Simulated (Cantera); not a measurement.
An isothermal, constant-pressure homogeneous reactor starts with 93.9 % N2O, 6.10 % O2, at 1448 K and 0.133 bar.

Cantera simulation using GRI-Mech 3.0 (53 species, 325 reactions); the numbers are that mechanism's predictions, not measurements. GRI-Mech 3.0 was tuned for natural gas; its chemistry of N2O as a main component is partial and can be far from experiment. The temperature is held fixed by assumption; the heat of reaction is taken as removed at once.

Predict: x(N2O) at 2.00 s; x(O2) at 2.00 s; x(NO) at 2.00 s; x(NO2) at 2.00 s; x(O) at 2.00 s; x(N2) at 2.00 s.


- x(N2O) at 2.00 s: 0.00166 (gas-phase equilibrium 2.28e-8)
- x(O2) at 2.00 s: 0.294 (gas-phase equilibrium 0.360)
- x(NO) at 2.00 s: 0.133 (gas-phase equilibrium 0.00111)
- x(NO2) at 2.00 s: 0.000281 (gas-phase equilibrium 3.35e-6)
- x(O) at 2.00 s: 4.81e-6 (gas-phase equilibrium 3.23e-6)
- x(N2) at 2.00 s: 0.571 (gas-phase equilibrium 0.638)
